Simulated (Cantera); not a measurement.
Input (Python, Cantera) and output of one run.

```python
import numpy as np
import cantera as ct

gas_names = [...]  # 97 gases of nasa_gas.yaml made of Al, C, H, N
cond_names = """
    AL(cr) AL(L) ALN(s) C(gr) C6H6(L) C7H8(L) C8H18(L),n-octa
""".split()


# ... load() reads the species with a 1 bar reference pressure and builds the phases ...
atoms = {
    'Al(CH3)3': {'AL': 1, 'C': 3, 'H': 9},
    'N2': {'N': 2},
    'H2': {'H': 2},
}
top_T = {'ALN(s)': 2750, 'C(gr)': 4500}  # K; cautious upper limits of use, not melting points


# ... equilibrate(T, P, feed) seeds the gas with the atoms and calls Mixture.equilibrate('TP', solver="vcs", rtol=1e-11, max_steps=5000) ...
results = []
feed = {'Al(CH3)3': 1, 'N2': 6.8, 'H2': 740}  # mol
T = 800  # K
P = 19000  # Pa
mix = equilibrate(T, P, feed)
results.append((T, P, feed, dict(zip(mix.species_names, mix.species_moles))))
x = sorted(zip(gas.X, gas.species_names), reverse=True)
print(f"T = {T:g} K  P = {P:g} Pa  gas = {mix.phase_moles(0):.4g} mol")
print("   x: " + "  ".join(f"{s} {v:.3e}" for v, s in x if v > 1e-05))
print("   condensed (mol): " + ("  ".join(f"{mix.phase(i).name} {mix.phase_moles(i):.4g}"
      for i in range(1, mix.n_phases) if mix.phase_moles(i) > 1e-12) or "none"))
```

Result:

```
T = 800 K  P = 19000 Pa  gas = 747.8 mol
   x: H2 9.875e-01  N2 8.400e-03  CH4 4.012e-03  NH3 5.109e-05
   condensed (mol): ALN(s) 1
```

These are equilibrium values from Cantera (NASA tables, ideal gas, pure condensed phases), not measurements of a reactor. The feed counts by its element totals alone.
